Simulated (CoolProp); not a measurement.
A simple Rankine cycle with tetrahydrofuran: condensing at 332.15 K, boiler at 1.11 MPa, turbine inlet 439.6 K, turbine efficiency 0.7, pump efficiency 0.7, no recuperator. Each further row changes one setting.

Values from CoolProp's reference Helmholtz-energy equation of state, Fiedler 2023.

| case | thermal efficiency (%) | net work (kJ/kg) | heat in (kJ/kg) | turbine exit temperature (K) | volume ratio over the turbine |
|---|---|---|---|---|---|
| as stated | 13.7 | 75.6 | 550 | 372.8 | 13.7 |
| turbine inlet 459.6 K | 13.8 | 80.7 | 586 | 394.6 | 13.5 |
| condensing temperature 324.15 K | 14.7 | 83.2 | 565 | 366.9 | 17.9 |
| boiler pressure 0.777 MPa | 12.2 | 68.4 | 559 | 384.5 | 9.30 |
| turbine efficiency 0.6 | 11.7 | 64.6 | 550 | 380.7 | 14.0 |
